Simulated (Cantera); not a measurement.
What does this Cantera script print?

```python
import numpy as np
import cantera as ct

gas = ct.Solution("gri30.yaml")
gas.TPX = 448, 100000, {'CH4': 1, 'O2': 1.18, 'N2': 4.42}
inlet = ct.Reservoir(gas, clone=True)
gas.equilibrate("HP")  # start burning
reactor = ct.IdealGasConstPressureReactor(gas, energy="on", clone=False)
exhaust = ct.Reservoir(gas, clone=True)
tau = [0.3, 0.1, 0.034, 0.011, 0.0038, 0.0013, 0.00043, 0.00014, 4.9e-05][0]
for a, b in ((inlet, reactor), (reactor, exhaust)):
    ct.MassFlowController(a, b, mdot=lambda t: reactor.mass / tau)
net = ct.ReactorNet([reactor])
show = ['CH4', 'O2', 'N2O', 'CH2', 'CO2']

rows = []
print(f"{'tau/s':>10s}{'T/K':>9s}" + "".join(f"{s:>11s}" for s in show))
for tau in [0.3, 0.1, 0.034, 0.011, 0.0038, 0.0013, 0.00043, 0.00014, 4.9e-05]:
    net.initial_time = 0.0
    net.advance(30 * tau)
    before = gas.X
    net.advance(40 * tau)
    drift = np.max(np.abs(gas.X - before) / (gas.X + 1e-9))
    rows.append([gas.T, *gas[show].X, drift])
    print(f"{tau:10.3e}{gas.T:9.1f}" + "".join(f"{x:11.3e}" for x in gas[show].X))
```

It prints:

```
     tau/s      T/K        CH4         O2        N2O        CH2        CO2
 3.000e-01   1887.6  2.688e-03  1.470e-04  2.537e-09  4.999e-07  3.350e-02
 1.000e-01   1893.7  3.955e-03  3.689e-04  2.684e-09  1.153e-06  3.427e-02
 3.400e-02   1896.1  5.258e-03  8.679e-04  2.895e-09  2.552e-06  3.475e-02
 1.100e-02   1890.0  6.727e-03  2.050e-03  3.291e-09  5.553e-06  3.442e-02
 3.800e-03   1867.4  8.698e-03  4.699e-03  3.983e-09  1.034e-05  3.261e-02
 1.300e-03   1778.8  1.490e-02  1.464e-02  7.780e-09  1.245e-05  2.652e-02
 4.300e-04    448.0  1.515e-01  1.788e-01 -3.081e-22 -1.837e-33 -6.784e-16
 1.400e-04    448.0  1.515e-01  1.788e-01  3.629e-24 -2.358e-34  7.991e-18
 4.900e-05    448.0  1.515e-01  1.788e-01  1.729e-26 -3.511e-35  3.807e-20
```

Model: GRI-Mech 3.0 (53 species, 325 reactions), integrated in Cantera.
